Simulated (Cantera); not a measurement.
# Adiabatic ignition

An adiabatic, constant-volume homogeneous reactor starts with CH4 : H2 : O2 : N2 = 1 : 0.14 : 0.68 : 3.54 (molar parts), at 1550 K and 2.20 bar.

Model: GRI-Mech 3.0 (53 species, 325 reactions), integrated in Cantera.

```tsv
t (s)	T (K)	P (bar)	x CH4	x H2	x O2	x H2O2	x CO
2.00e-6	1550	2.20	0.187	0.0261	0.127	2.58e-8	2.62e-11
5.53e-6	1550	2.20	0.187	0.0261	0.127	1.15e-7	5.16e-10
1.53e-5	1550	2.20	0.187	0.0261	0.127	3.21e-7	1.60e-8
4.23e-5	1550	2.20	0.186	0.0261	0.127	4.65e-7	9.46e-7
0.000117	1554	2.21	0.185	0.0261	0.126	8.02e-7	6.36e-5
0.000323	1602	2.28	0.174	0.0287	0.119	3.87e-6	0.00250
0.000894	2273	3.87	0.00314	0.222	8.39e-8	2.42e-10	0.110
0.00247	2260	3.96	0.00129	0.258	3.12e-8	8.42e-11	0.136
0.00684	2252	3.98	0.000130	0.269	2.06e-8	5.51e-11	0.144
0.0189	2251	3.99	2.59e-8	0.270	2.03e-8	5.44e-11	0.145
0.0523	2252	3.99	9.95e-9	0.270	2.04e-8	5.45e-11	0.145
0.145	2252	3.99	9.15e-9	0.270	2.04e-8	5.45e-11	0.145
0.400	2252	3.99	9.08e-9	0.270	2.04e-8	5.45e-11	0.145
```
x: mole fraction; the columns are a selection and need not sum to one.

```json
{
  "time_of_steepest_temperature_rise": "0.472 ms",
  "temperature at 0.400 s": "2252 K",
  "equilibrium_temperature": "2252 K",
  "x(CH4) at 0.400 s": "9.08e-9 (gas-phase equilibrium 1.04e-8)",
  "x(H2) at 0.400 s": "0.270 (gas-phase equilibrium 0.270)",
  "x(O2) at 0.400 s": "2.04e-8 (gas-phase equilibrium 2.04e-8)"
}
```
